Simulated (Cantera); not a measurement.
Feed: 1 mol Ca(OH)2, 0.015 mol CO2, at 1 atm.

Equilibrium computed with Cantera from the NASA thermochemical tables; the gas is ideal and each condensed phase is pure. Candidate condensed phases: C, C6H6, C7H8, C8H18, Ca, CaCO3, CaO, Ca(OH)2, H2O; 115 gas species. The numbers say what is thermodynamically allowed, not how fast it happens.

log p: log10 of the partial pressure in bar; n: condensed amount in mol.

| T (K) | log p H2O | log p CO2 | log p H2 | log p O2 | log p OH | log p CO | log p Ca(OH)2 | n CaCO3(calcite) | n Ca(OH)2(s) | n CaO(s) |
|---|---|---|---|---|---|---|---|---|---|---|
| 650 | 0.01 | -4.64 | ___ | -11.52 | <-11 | <-11 | <-11 | 0.0150 | 0.985 | 0 |
| 800 | 0.01 | -3.51 | ___ | -9.06 | -10.65 | <-11 | <-11 | 0.0147 | 0 | 0.985 |
| 950 | 0.00 | -1.82 | ___ | -7.36 | -8.56 | -9.14 | -11.60 | 0 | 0 | 1.00 |
| 1100 | 0.00 | -1.82 | ___ | -6.13 | -7.03 | -7.64 | -9.61 | 0 | 0 | 1.00 |
| 1250 | 0.00 | -1.82 | ___ | -5.18 | -5.87 | -6.50 | -8.10 | 0 | 0 | 1.00 |
| 1400 | 0.00 | -1.82 | ___ | -4.44 | -4.95 | -5.61 | -6.92 | 0 | 0 | 1.00 |
| 1550 | 0.00 | -1.83 | ___ | -3.85 | -4.22 | -4.90 | -5.97 | 0 | 0 | 1.000 |
| 1700 | 0.00 | -1.83 | ___ | -3.36 | -3.61 | -4.31 | -5.19 | 0 | 0 | 1.000 |
| 1850 | 0.00 | -1.83 | ___ | -2.95 | -3.10 | -3.82 | -4.54 | 0 | 0 | 1.000 |

Task: Fill in the missing entries.

Result: 
- 650, log p H2: -11.22
- 800, log p H2: -8.75
- 950, log p H2: -7.06
- 1100, log p H2: -5.82
- 1250, log p H2: -4.87
- 1400, log p H2: -4.12
- 1550, log p H2: -3.52
- 1700, log p H2: -3.02
- 1850, log p H2: -2.60
